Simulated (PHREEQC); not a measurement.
0.018 g of hydrous ferric oxide (600 m²/g; 0.2 weak and 0.005 strong sites per Fe, Dzombak-Morel constants, diffuse double layer) in 1 kg of water with 0.05 mol/kgw of an inert sodium salt and 0.00042 mmol/kgw Na2SeO4, at 25 °C; the pH is set by adding NaOH or the inert anion's acid. Oxygen alone is held at its pressure in air (log pO2 = -0.68). CO2 from the air is kept out. No solid was allowed to form.

Base run: PHREEQC, ion-association model, wateq4f.dat. Each further column changes one thing. The table gives surface charge σ (C/m²).

| pH | base | background salt from 0.05 to 0.005 mol/kgw | oxide from 0.018 to 0.09 g/kgw |
|---|---|---|---|
| 4 | 0.288 | 0.178 | 0.293 |
| 5.33 | 0.144 | 0.067 | 0.146 |
| 6 | 0.088 | 0.037 | 0.089 |
| 6.67 | 0.049 | 0.019 | 0.049 |
| 8 | 0.003 | 0.001 | 0.003 |
| 9.33 | -0.039 | -0.014 | -0.039 |
| 10 | -0.074 | -0.030 | -0.074 |
| 10.67 | -0.126 | -0.059 | -0.126 |
| 12 | -0.281 | -0.215 | -0.281 |
